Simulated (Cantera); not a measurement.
Thermodynamics of chemical vapour transport, feed Fe₂O₃ + HCl + O₂

Input: 1 mol Fe₂O₃, 1.5 mol HCl, 0.13 mol O₂, held at 380000 Pa.

These are equilibrium values from Cantera (NASA tables, ideal gas, pure condensed phases), not measurements of a reactor. Candidate condensed phases: Fe, FeCl₂, FeCl₃, FeO, Fe(OH)₂, Fe(OH)₃, Fe₂O₃, Fe₃O₄, H₂O; 22 gas species. Mutual solubility and eutectic melting of coexisting phases are not modelled. Kinetics and transport are ignored.

```tsv
T (°C)	x HCl	x H₂O	x Cl₂	x O₂	x FeCl₂	x FeCl₃	x Cl	n Fe₂O₃(s)	n Fe₃O₄(s)
777	0.670	0.161	0.147	0.0125	7.86e-5	0.00876	0.000156	0.993	0
827	0.677	0.156	0.136	0.0178	0.000209	0.0126	0.000286	0.990	0
877	0.683	0.151	0.123	0.0236	0.000512	0.0174	0.000494	0.986	0
927	0.686	0.148	0.111	0.0298	0.00116	0.0231	0.000807	0.981	0
977	0.687	0.145	0.0979	0.0361	0.00242	0.0292	0.00125	0.975	0
1027	0.686	0.144	0.0853	0.0425	0.00471	0.0352	0.00186	0.969	0
1077	0.681	0.145	0.0733	0.0489	0.00855	0.0407	0.00265	0.962	0
1127	0.672	0.147	0.0622	0.0553	0.0146	0.0449	0.00364	0.953	0
1177	0.661	0.150	0.0520	0.0618	0.0233	0.0475	0.00483	0.944	0
1227	0.645	0.154	0.0429	0.0684	0.0352	0.0481	0.00621	0.934	0
1277	0.625	0.160	0.0349	0.0751	0.0504	0.0466	0.00775	0.922	0
1327	0.601	0.167	0.0279	0.0819	0.0684	0.0433	0.00942	0.910	0
1377	0.575	0.175	0.0220	0.0886	0.0886	0.0388	0.0111	0.896	0
1427	0.536	0.180	0.0185	0.112	0.105	0.0331	0.0134	0.672	0.141
```
x: gas mole fraction; n: condensed amount in mol.

From 777 °C to 1377 °C the condensed part is Fe₂O₃(s). At 1427 °C the condensed part is Fe₂O₃(s) + Fe₃O₄(s). The main Fe-bearing gas is FeCl₃ at 777 °C and FeCl₂ at 1427 °C. The share of Fe in condensed phases is highest at 777 °C (99.3 %) and lowest at 1427 °C (88.4 %).
